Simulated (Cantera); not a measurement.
Input: 1 mol SiHCl3, 17 mol N2, held at 725 °C and 0.100 bar.

Method: chemical equilibrium by Gibbs-energy minimisation in Cantera with the NASA 1993 tables (ideal gas, pure condensed phases). Candidate condensed phases: NH4Cl, Si, Si3N4; 28 gas species. N2 is the only nitrogen source here; it is nearly inert below about 1500 K, so the nitride shown seldom forms there in practice. The tables' values for SiCl3 are old estimates; treat these amounts as uncertain. Rates play no part.

Base state: N2 0.920, HCl 0.0457, SiCl4 0.0299, H2 0.00467, SiHCl3 2.11e-5, SiCl3 1.66e-5 (mole fractions); condensed: Si3N4(s).

What changes in the equilibrium state with this change: N2 from 17 to 7.4 mol?


| species | before | after |
|---|---|---|
| N2 | 0.920 | 0.831 |
| HCl | 0.0457 | 0.0910 |
| SiCl4 | 0.0299 | 0.0649 |
| H2 | 0.00467 | 0.0130 |
| SiHCl3 | 2.11e-5 | 6.42e-5 |
| SiCl3 | 1.66e-5 | 3.03e-5 |
| Si3N4(s), mol | 0.152 | 0.148 |

What changes in the equilibrium state with this change: temperature from 725 °C to 925 °C?


```json
[
 {"species": "N2", "before": "0.920", "after": "0.919"},
 {"species": "HCl", "before": "0.0457", "after": "0.0476"},
 {"species": "SiCl4", "before": "0.0299", "after": "0.0290"},
 {"species": "H2", "before": "0.00467", "after": "0.00370"},
 {"species": "SiCl2", "before": "2.27e-7", "after": "6.34e-5"},
 {"species": "SiCl3", "before": "1.66e-5", "after": "0.000456"},
 {"species": "Si3N4(s), mol", "before": "0.152", "after": "0.154"}
]
```
